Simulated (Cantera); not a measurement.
## Adiabatic ignition

An adiabatic, constant-volume homogeneous reactor starts with 7.40 % CH₄, 19.5 % O₂, 73.2 % N₂, equivalence ratio 0.76, at 1025 K and 7.40 atm.

Model: GRI-Mech 3.0 (53 species, 325 reactions), integrated in Cantera.

| t (s) | T (K) | P (bar) | x CH₄ | x O₂ | x H₂O₂ | x CH₂ | x H |
|---|---|---|---|---|---|---|---|
| 4.00e-6 | 1025 | 7.50 | 0.0740 | 0.195 | <1e-12 | <1e-12 | <1e-12 |
| 8.92e-6 | 1025 | 7.50 | 0.0740 | 0.195 | 2.17e-12 | <1e-12 | <1e-12 |
| 1.99e-5 | 1025 | 7.50 | 0.0740 | 0.195 | 1.06e-11 | <1e-12 | <1e-12 |
| 4.43e-5 | 1025 | 7.50 | 0.0740 | 0.195 | 5.30e-11 | <1e-12 | <1e-12 |
| 9.88e-5 | 1025 | 7.50 | 0.0740 | 0.195 | 2.54e-10 | <1e-12 | <1e-12 |
| 0.000220 | 1025 | 7.50 | 0.0740 | 0.195 | 1.19e-9 | <1e-12 | <1e-12 |
| 0.000491 | 1025 | 7.50 | 0.0740 | 0.195 | 5.26e-9 | <1e-12 | 1.40e-12 |
| 0.00110 | 1025 | 7.50 | 0.0740 | 0.195 | 2.03e-8 | <1e-12 | 5.33e-12 |
| 0.00244 | 1025 | 7.50 | 0.0740 | 0.195 | 6.06e-8 | <1e-12 | 1.95e-11 |
| 0.00545 | 1025 | 7.50 | 0.0740 | 0.195 | 1.23e-7 | <1e-12 | 4.00e-11 |
| 0.0121 | 1025 | 7.50 | 0.0739 | 0.195 | 2.26e-7 | <1e-12 | 7.75e-11 |
| 0.0271 | 1026 | 7.51 | 0.0738 | 0.194 | 6.60e-7 | <1e-12 | 2.62e-10 |
| 0.0604 | 1042 | 7.63 | 0.0721 | 0.193 | 2.03e-5 | 1.72e-12 | 1.15e-8 |
| 0.135 | 2725 | 20.1 | <1e-12 | 0.0411 | 1.38e-6 | <1e-12 | 0.000697 |
| 0.300 | 2725 | 20.1 | <1e-12 | 0.0411 | 1.38e-6 | <1e-12 | 0.000697 |
x: mole fraction; the columns are a selection and need not sum to one.

```json
{
  "time_of_steepest_temperature_rise": "66.2 ms",
  "temperature at 0.300 s": "2725 K",
  "equilibrium_temperature": "2725 K",
  "x(CH₄) at 0.300 s": "<1e-12 (gas-phase equilibrium <1e-12)",
  "x(O₂) at 0.300 s": "0.0411 (gas-phase equilibrium 0.0411)",
  "x(H₂O₂) at 0.300 s": "1.38e-6 (gas-phase equilibrium 1.38e-6)"
}
```
